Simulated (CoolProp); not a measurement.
Vapour-liquid equilibrium of acetone (1) + ethanol (2) at 1.63 MPa; x and y are mole fractions of (1).

Values from CoolProp's multi-fluid Helmholtz-energy mixture model, Lemmon 2006 and Schroeder 2014; pair parameters Bell 2016.

Give the bubble temperature and the first vapour's composition at x = 0.05, 0.35, 0.8. Is there an azeotrope?

x = 0.05: 170.0 °C, y = 0.067; x = 0.35: 165.9 °C, y = 0.384; x = 0.8: 165.9 °C, y = 0.778. y crosses x between x = 0.575 and 0.65: the model has an azeotrope there.

The pair parameters rest on a limited set of measurements; away from them the model extrapolates.
